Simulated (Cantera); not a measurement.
Adiabatic ignition

An adiabatic, constant-pressure homogeneous reactor starts with CH₄ : O₂ : N₂ = 1 : 2.74 : 10.3 (molar parts), equivalence ratio 0.73, at 1450 K and 0.660 bar.

Computed with Cantera and GRI-Mech 3.0 (53 species, 325 reactions).

```
t (s)     T (K)   x CH₄    x O₂    x C₂H₄     x HCO    x CH₂O
--------  -----  ------  ------  --------  --------  --------
3.00e-6    1450  0.0712   0.195    <1e-12    <1e-12  3.92e-10
6.69e-6    1450  0.0712   0.195    <1e-12    <1e-12   2.16e-9
1.49e-5    1450  0.0712   0.195  1.77e-12    <1e-12   1.16e-8
3.32e-5    1450  0.0712   0.195  2.65e-11    <1e-12   6.25e-8
7.41e-5    1450  0.0712   0.195  3.95e-10  2.67e-12   3.53e-7
0.000165   1450  0.0712   0.195   6.98e-9  1.95e-11   2.25e-6
0.000368   1450  0.0712   0.195   1.74e-7  2.18e-10   1.72e-5
0.000820   1451  0.0709   0.195   5.75e-6   4.15e-9  0.000145
0.00183    1466  0.0673   0.193  0.000198   1.57e-7   0.00123
0.00408    2586  <1e-12  0.0551    <1e-12   4.64e-9  2.50e-11
0.00909    2580  <1e-12  0.0528    <1e-12   4.51e-9  2.47e-11
0.0203     2576  <1e-12  0.0509    <1e-12   4.42e-9  2.46e-11
0.0451     2575  <1e-12  0.0504    <1e-12   4.40e-9  2.45e-11
0.101      2574  <1e-12  0.0504    <1e-12   4.40e-9  2.45e-11
0.224      2574  <1e-12  0.0504    <1e-12   4.40e-9  2.45e-11
0.500      2574  <1e-12  0.0504    <1e-12   4.40e-9  2.45e-11
```
x: mole fraction; the columns are a selection and need not sum to one.

The time of steepest temperature rise is 2.38 ms and the temperature at 0.500 s comes out as 2574 K. The equilibrium temperature is 2574 K, the x(CH₄) at 0.500 s is <1e-12 (gas-phase equilibrium <1e-12) and the x(O₂) at 0.500 s is 0.0504 (gas-phase equilibrium 0.0504). The x(C₂H₄) at 0.500 s is <1e-12 (gas-phase equilibrium <1e-12).
